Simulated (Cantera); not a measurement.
Charge: 1 mol C2H5OH, 0.057 mol CO2, 56 mol H2, 0.027 mol O2, held at 2377 °C and 100 Torr.

These are equilibrium values from Cantera (NASA tables, ideal gas, pure condensed phases), not measurements of a reactor. Candidate condensed phases: C, C6H6, C7H8, C8H18, H2O; 110 gas species. The numbers say what is thermodynamically allowed, not how fast it happens.

Base state: H2 0.856, H 0.119, CO 0.0183, C2H2 (acetylene) 0.00677, C2H 9.10e-5, C4H2 2.22e-5, CH3 1.79e-5 (mole fractions); condensed: gas only.

Problem. What changes in the equilibrium state with this change: CO2 from 0.057 to 2.9 mol?

Solution. 
```tsv
species	before	after
H2	0.856	0.786
H	0.119	0.114
CO	0.0183	0.0719
H2O	5.63e-8	0.0274
C2H2 (acetylene)	0.00677	<1e-9
OH	1.90e-9	0.000966
CO2	<1e-9	0.000380
C2H	9.10e-5	<1e-9
```
